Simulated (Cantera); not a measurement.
What does this Cantera script print?

```python
import numpy as np
import cantera as ct

gas = ct.Solution("gri30.yaml")
gas.TPX = 1625, 7300, {'CH4': 1, 'N2': 5.7}
reactor = ct.IdealGasConstPressureReactor(gas, energy="off", clone=False)
net = ct.ReactorNet([reactor])
net.rtol, net.atol = 1e-08, 1e-18
show = ['CH4', 'C2H6', 'C2H4', 'C2H2', 'CH2']
times = np.geomspace(1e-06, 60, 14)

steps = ct.SolutionArray(gas, extra=["t"])
rows = []
print(f"{'t/s':>10s}{'T/K':>9s}{'P/Pa':>11s}" + "".join(f"{s:>11s}" for s in show))
for t in times:
    while net.time < t:
        t_next = net.step()
        steps.append(gas.state, t=t_next)
    rows.append([np.interp(t, steps.t, y) for y in (steps.T, steps.P, *steps(*show).X.T)])
    print(f"{t:10.3e}{rows[-1][0]:9.1f}{rows[-1][1]:11.4g}" + "".join(f"{x:11.3e}" for x in rows[-1][2:]))
rate = np.gradient(steps.T, steps.t)
print("integrator steps:", len(steps.t))
if steps.T.max() > steps.T[0] + 200:
    print(f"time of steepest temperature rise: {steps.t[rate.argmax()]:.4e} s")
gas.TPX = 1625, 7300, {'CH4': 1, 'N2': 5.7}
gas.equilibrate("TP")
print(f"equilibrium (TP): T = {gas.T:.1f} K  " + "  ".join(f"{s} {gas[s].X[0]:.3e}" for s in show))
```

Result:

```
       t/s      T/K       P/Pa        CH4       C2H6       C2H4       C2H2        CH2
 1.000e-06   1625.0       7300  1.493e-01  1.324e-16  5.129e-17  2.482e-22  4.279e-16
 3.966e-06   1625.0       7300  1.493e-01  1.198e-14  2.799e-15  4.599e-20  2.735e-14
 1.573e-05   1625.0       7300  1.493e-01  1.227e-12  5.750e-13  3.168e-17  8.759e-13
 6.237e-05   1625.0       7300  1.492e-01  9.601e-11  1.002e-10  2.420e-14  1.249e-11
 2.473e-04   1625.0       7300  1.492e-01  6.125e-09  9.170e-09  9.769e-12  1.574e-10
 9.808e-04   1625.0       7300  1.492e-01  3.262e-07  6.259e-07  2.869e-09  2.204e-09
 3.890e-03   1625.0       7300  1.488e-01  1.102e-05  3.635e-05  8.068e-07  2.848e-08
 1.543e-02   1625.0       7300  1.446e-01  1.354e-04  1.360e-03  2.103e-04  2.291e-07
 6.117e-02   1625.0       7300  1.091e-01  1.380e-04  4.717e-03  1.249e-02  3.148e-07
 2.426e-01   1625.0       7300  5.729e-02  3.189e-05  8.116e-04  3.900e-02  1.653e-07
 9.620e-01   1625.0       7300  1.750e-02  3.682e-06  1.385e-04  5.710e-02  7.551e-08
 3.815e+00   1625.0       7300  3.475e-03  1.869e-07  8.166e-05  6.332e-02  2.182e-08
 1.513e+01   1625.0       7300  7.926e-04  1.188e-08  8.125e-05  6.450e-02  5.442e-09
 6.000e+01   1625.0       7300  3.966e-04  4.254e-09  8.154e-05  6.468e-02  2.746e-09
integrator steps: 1539
equilibrium (TP): T = 1625.0 K  CH4 2.515e-04  C2H6 1.739e-09  C2H4 3.416e-05  C2H2 2.706e-02  CH2 1.740e-09
```

Detailed kinetics in Cantera: GRI-Mech 3.0 (53 species, 325 reactions). GRI-Mech 3.0 stops at C3 and has no aromatics, soot or wall deposition, so with more carbon than oxygen in the feed, carbon stays in small species such as C2H2 where larger ones or solid carbon would form.
